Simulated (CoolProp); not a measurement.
Computed with CoolProp (reference Helmholtz-energy equation of state, Lemmon 2006). It is a short technical equation, of lower accuracy than the large ones.

Problem. Give the vapour pressure (MPa), liquid density (kg/m³), vapour density (kg/m³) of saturated nitrous oxide at 240.7, 265.1, 267.3 K.

Solution. 
```tsv
T (K)	p (MPa)	liquid density (kg/m³)	vapour density (kg/m³)
240.7	1.22	1050	31.4
265.1	2.52	946	67.1
267.3	2.68	936	71.6
```
